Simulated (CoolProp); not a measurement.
The numbers come from the reference Helmholtz-energy equation of state, Thol 2016 in CoolProp.

For hexamethyldisiloxane (MM), give the phase and the cv (kJ/(kg K)), Joule-Thomson coefficient (K/MPa), expansivity (1/kK) at 452.7 K and 0.193 MPa.


- 452.7 K and 0.193 MPa: gas; cv 1.86, Joule-Thomson coefficient 14.0, expansivity 2.74
